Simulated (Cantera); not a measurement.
What does this Cantera script print?

```python
import numpy as np
import cantera as ct

gas_names = """
    C CO COS CO2 CS CS2 C2 C2O C3 C3O2 C4 C5 Mg MgO MgS Mg2 O O2 O3 S SO SO2 SO3 S2 S2O S8
""".split()
cond_names = """
    C(gr) Mg(cr) Mg(L) MgCO3(s) MgO(s) MgO(L) MgS(s) MgSO4(s) MgSO4(L) S(cr1) S(cr2) S(L)
""".split()


def load(file, names, dense=False):
    # The tables refer to 1 bar. Condensed volumes are neglected.
    table = {s.name: s for s in ct.Species.list_from_file(file)}
    out = []
    for n in names:
        d = dict(table[n].input_data)
        d["thermo"] = dict(d["thermo"], **{"reference-pressure": 1e5})
        if dense:
            d["equation-of-state"] = {"model": "constant-volume", "density": "1e6 g/cm^3"}
        out.append(ct.Species.from_dict(d))
    return out


gas = ct.Solution(thermo="ideal-gas", species=load("nasa_gas.yaml", gas_names))
cond = {s.name: ct.Solution(thermo="fixed-stoichiometry", species=[s], name=s.name)
        for s in load("nasa_condensed.yaml", cond_names, dense=True)}
atoms = {
    'MgCO3': {'Mg': 1, 'C': 1, 'O': 3},
    'SO3': {'S': 1, 'O': 3},
    'O2': {'O': 2},
}
top_T = {'C(gr)': 4500, 'MgS(s)': 2250}  # K; cautious upper limits of use, not melting points


def equilibrate(T, P, feed):
    n = {}
    for name, mol in feed.items():
        for a, k in atoms[name].items():
            n[a] = n.get(a, 0.0) + k * mol
    gas.TPX = T, P, n
    mass = sum(n.values()) * gas.mean_molecular_weight
    gas.equilibrate("TP")
    valid = [c for c in cond.values() if c.min_temp <= T <= top_T.get(c.name, c.max_temp)]
    mix = ct.Mixture([(gas, mass / gas.mean_molecular_weight)] + [(c, 0.0) for c in valid])
    mix.T, mix.P = T, P
    mix.equilibrate("TP", solver="vcs", rtol=1e-11, max_steps=5000)
    return mix


results = []
feed = {'MgCO3': 1, 'SO3': 0.17, 'O2': 2.4}  # mol
P = 3100  # Pa
for T in [850, 950, 1050, 1150, 1250, 1350, 1450, 1550, 1650, 1750]:
    mix = equilibrate(T, P, feed)
    results.append((T, P, feed, dict(zip(mix.species_names, mix.species_moles))))
    x = sorted(zip(gas.X, gas.species_names), reverse=True)
    print(f"T = {T:g} K  P = {P:g} Pa  gas = {mix.phase_moles(0):.4g} mol")
    print("   x: " + "  ".join(f"{s} {v:.3e}" for v, s in x if v > 1e-05))
    print("   condensed (mol): " + ("  ".join(f"{mix.phase(i).name} {mix.phase_moles(i):.4g}"
          for i in range(1, mix.n_phases) if mix.phase_moles(i) > 1e-12) or "none"))
```

Result:

```
T = 850 K  P = 3100 Pa  gas = 3.4 mol
   x: O2 7.059e-01  CO2 2.941e-01
   condensed (mol): MgO(s) 0.83  MgSO4(s) 0.17
T = 950 K  P = 3100 Pa  gas = 3.4 mol
   x: O2 7.058e-01  CO2 2.941e-01  SO2 5.699e-05  SO3 2.827e-05
   condensed (mol): MgO(s) 0.8303  MgSO4(s) 0.1697
T = 1050 K  P = 3100 Pa  gas = 3.43 mol
   x: O2 7.024e-01  CO2 2.916e-01  SO2 5.268e-03  SO3 8.031e-04
   condensed (mol): MgO(s) 0.8508  MgSO4(s) 0.1492
T = 1150 K  P = 3100 Pa  gas = 3.65 mol
   x: O2 6.795e-01  CO2 2.739e-01  SO2 4.406e-02  SO3 2.508e-03
   condensed (mol): MgO(s) 1
T = 1250 K  P = 3100 Pa  gas = 3.653 mol
   x: O2 6.797e-01  CO2 2.738e-01  SO2 4.539e-02  SO3 1.150e-03
   condensed (mol): MgO(s) 1
T = 1350 K  P = 3100 Pa  gas = 3.654 mol
   x: O2 6.798e-01  CO2 2.737e-01  SO2 4.594e-02  SO3 5.854e-04
   condensed (mol): MgO(s) 1
T = 1450 K  P = 3100 Pa  gas = 3.654 mol
   x: O2 6.798e-01  CO2 2.736e-01  SO2 4.619e-02  SO3 3.265e-04
   condensed (mol): MgO(s) 1
T = 1550 K  P = 3100 Pa  gas = 3.655 mol
   x: O2 6.798e-01  CO2 2.736e-01  SO2 4.632e-02  SO3 1.963e-04  O 3.665e-05  CO 1.905e-05
   condensed (mol): MgO(s) 1
T = 1650 K  P = 3100 Pa  gas = 3.655 mol
   x: O2 6.798e-01  CO2 2.735e-01  SO2 4.638e-02  SO3 1.257e-04  O 1.213e-04  CO 7.105e-05
   condensed (mol): MgO(s) 1
T = 1750 K  P = 3100 Pa  gas = 3.656 mol
   x: O2 6.796e-01  CO2 2.733e-01  SO2 4.641e-02  O 3.503e-04  CO 2.274e-04  SO3 8.481e-05
   condensed (mol): MgO(s) 1
```

Cantera equilibrium calculation (NASA polynomials, part measured and part estimated; ideal gas, pure solids and liquids). Mutual solubility and eutectic melting of coexisting phases are not modelled.
